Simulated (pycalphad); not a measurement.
## Effect of B content in Ti-Hf-B

CALPHAD calculation (pycalphad, COST 507 light-alloy database (1999)), 1 atm. The data set is of 1999 and partly superseded. Phase fractions are per mole of atoms.

```tsv
alloy	liquidus (K)	first solid	solidus (K)	phases at 1150 K
Ti-3.75Hf-0.39B (at.%)	1925	BCC_A2	1815	BCC_A2 0.99, BM 0.01
Ti-3.75Hf-0.77B (at.%)	1917	BCC_A2	1815	BCC_A2 0.99, BM 0.01
Ti-3.75Hf-1.54B (at.%)	1901	BCC_A2	1815	BCC_A2 0.97, BM 0.03
Ti-3.75Hf-4.62B (at.%)	1847	BCC_A2	1815	BCC_A2 0.91, BM 0.09
```

Database names, with the compositions (at.%) that they take in these runs: BM: Ti 50 B 50. BCC_A2 is bcc.
